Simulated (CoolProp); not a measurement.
Vapour-liquid equilibrium of propane (1) + isohexane (2) at 11.25 °C; x and y are mole fractions of (1).

Values from CoolProp's multi-fluid Helmholtz-energy mixture model, Lemmon 2009 and Lemmon 2006; pair parameters Bell 2016.

| x | bubble pressure (MPa) | y at the bubble point | dew pressure at overall composition x (MPa) | liquid density (mol/L) |
|---|---|---|---|---|
| 0.05 | 0.04697 | 0.681 | 0.01627 | 7.823 |
| 0.125 | 0.09409 | 0.849 | 0.01765 | 8.059 |
| 0.2 | 0.1411 | 0.905 | 0.01928 | 8.307 |
| 0.275 | 0.1879 | 0.934 | 0.02123 | 8.565 |
| 0.35 | 0.2346 | 0.951 | 0.02363 | 8.836 |
| 0.425 | 0.2813 | 0.962 | 0.02663 | 9.118 |
| 0.5 | 0.3280 | 0.971 | 0.03050 | 9.412 |
| 0.575 | 0.3750 | 0.977 | 0.03569 | 9.719 |
| 0.65 | 0.4223 | 0.983 | 0.04300 | 10.04 |
| 0.725 | 0.4703 | 0.987 | 0.05407 | 10.37 |
| 0.8 | 0.5193 | 0.991 | 0.07277 | 10.71 |
| 0.875 | 0.5698 | 0.995 | 0.1111 | 11.05 |
| 0.95 | 0.6226 | 0.998 | 0.2322 | 11.40 |

No azeotrope shows between x = 0.05 and 0.95.

The pair parameters rest on a limited set of measurements; away from them the model extrapolates.
